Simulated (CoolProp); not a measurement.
Nitrogen along the isobar 45.4 bar: fugacity coefficient from the reference equation and from simpler models built on Tc = -147.0 °C, pc = 33.96 bar, ω = 0.037; each cubic takes its own stable root.

The numbers come from the reference Helmholtz-energy equation of state, Span 2000 in CoolProp.

| T (°C) | phase | reference |
|---|---|---|
| -171.25 | liquid | 0.1948 |
| -152.05 | liquid | 0.4557 |
| -132.75 | supercritical | 0.6956 |
| -113.45 | supercritical | 0.8008 |
| -94.25 | supercritical | 0.8644 |
| -74.95 | supercritical | 0.9068 |
| -55.75 | supercritical | 0.9360 |
| -36.45 | supercritical | 0.9569 |
| -17.25 | supercritical | 0.9721 |
| 2.05 | supercritical | 0.9835 |
| 21.25 | supercritical | 0.9920 |
| 40.55 | supercritical | 0.9985 |
| 59.75 | supercritical | 1.003 |
| 79.05 | supercritical | 1.007 |

Task: How far does each simpler model (van der Waals, Soave-Redlich-Kwong, Peng-Robinson) lie from the reference over these 14 states: mean and median of the absolute difference, and the worst?

Result: 
- van der Waals: mean 6.4 %, median 2.3 %, worst +53.3 % at -171.25 °C and 45.4 bar
- Soave-Redlich-Kwong: mean 0.6 %, median 0.6 %, worst +1.4 % at -171.25 °C and 45.4 bar
- Peng-Robinson: mean 2.0 %, median 1.8 %, worst -4.4 % at -132.75 °C and 45.4 bar
